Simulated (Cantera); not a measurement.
A perfectly stirred reactor is fed with CH3OH : O2 : N2 = 1 : 2.88 : 10.8 (molar parts), equivalence ratio 0.52, at 500000 Pa; it is adiabatic with a 325 K inlet, and is followed from long to short residence time, starting on the burning branch (τ in s: 0.051, 0.023, 0.01, 0.0044, 0.0019, 0.00086, 0.00038, 0.00017, 7.4e-05, 3.3e-05).

Model: GRI-Mech 3.0 (53 species, 325 reactions), integrated in Cantera. GRI-Mech 3.0 was tuned for natural gas; its chemistry of methanol as a main component is partial and can be far from experiment.

Predict: blow-out, bracketed by the residence times tried; x(CH3OH) at τ = 51.0 ms; x(O2) at τ = 51.0 ms; x(NO) at τ = 51.0 ms; x(H2O2) at τ = 51.0 ms; x(CH3OH) at τ = 0.860 ms; x(O2) at τ = 0.860 ms.


| Property | Value |
|---|---|
| blow-out, bracketed by the residence times tried | burning at 1.90 ms, out at 0.860 ms |
| x(CH3OH) at τ = 51.0 ms | 8.17e-6 |
| x(O2) at τ = 51.0 ms | 0.0910 |
| x(NO) at τ = 51.0 ms | 1.50e-6 |
| x(H2O2) at τ = 51.0 ms | 1.90e-7 |
| x(CH3OH) at τ = 0.860 ms | 0.0681 |
| x(O2) at τ = 0.860 ms | 0.196 |
